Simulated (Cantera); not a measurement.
A closed system holds: 1 mol Mg(OH)₂, 2.7 mol H₂O, 0.011 mol H₂, equilibrated at 1348 K and 5.10 bar.

Method: chemical equilibrium by Gibbs-energy minimisation in Cantera with the NASA 1993 tables (ideal gas, pure condensed phases). Candidate condensed phases: H₂O, Mg, MgO, Mg(OH)₂; 15 gas species. Equilibrium is a limit: real reactors are often held back by kinetics, nucleation or transport.

Problem. What is the equilibrium state?

Solution. 
```json
{
 "x(H₂O)": "0.997",
 "x(H₂)": "0.00296",
 "n(MgO(s))": "1.00 mol",
 "gas_amount": "3.711 mol",
 "log10 activity of Mg(l) (absent)": "-13.37"
}
```
